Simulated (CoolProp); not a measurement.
Values from CoolProp's reference Helmholtz-energy equation of state, Thol 2019.

Problem. Give the vapour pressure (MPa), liquid density (kg/m³), vapour density (kg/m³), surface tension (mN/m) of saturated n-pentane at 27.15, 43.45, 51.65 °C.

Solution. 
| T (°C) | p (MPa) | liquid density (kg/m³) | vapour density (kg/m³) | surface tension (mN/m) |
|---|---|---|---|---|
| 27.15 | 0.0740 | 619 | 2.22 | 15.2 |
| 43.45 | 0.130 | 602 | 3.75 | 13.4 |
| 51.65 | 0.168 | 594 | 4.78 | 12.6 |

Surface tension comes from a separate correlation (Mulero 2012).
